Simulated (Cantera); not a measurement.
Charge: 1 mol TEOS, 14 mol O₂, 81 mol H₂, at 1598.15 K and 22.0 mbar.

Equilibrium computed with Cantera from the NASA thermochemical tables; the gas is ideal and each condensed phase is pure. Candidate condensed phases: C, C₆H₆, C₇H₈, C₈H₁₈, H₂O, Si, SiC, SiO₂; 123 gas species. The feed counts by its element totals alone. The tables hold silica as quartz up to 1696 K and as liquid above; real silica turns to tridymite and cristobalite and melts near 1996 K. Kinetics and transport are ignored.

Base state: H₂ 0.704, H₂O 0.215, CO 0.0733, CO₂ 0.00746, H 0.000302 (mole fractions); condensed: SiO₂(β-quartz).

Q: What changes in the equilibrium state with this change: H₂ from 81 to 39 mol?

A: 
```csv
species,before,after
H₂,0.704,0.501
H₂O,0.215,0.359
CO,0.0733,0.113
CO₂,0.00746,0.0271
H,0.000302,0.000254
"SiO₂(β-quartz), mol",1.000,1.000
```

Q: What changes in the equilibrium state with this change: O₂ from 14 to 0.17 mol?

A: 
```
species                before     after
-------------------  --------  --------
H₂                      0.704     0.954
CO                     0.0733    0.0454
H                    0.000302  0.000351
H₂O                     0.215   8.42e-7
SiO                   3.65e-6  0.000131
CO₂                   0.00746   1.34e-8
CH₄                     <1e-9   3.30e-5
C₂H₂ (acetylene)        <1e-9   2.57e-5
SiO₂(β-quartz), mol     1.000         0
C(graphite), mol            0      2.68
SiC(s), mol                 0     0.988
```
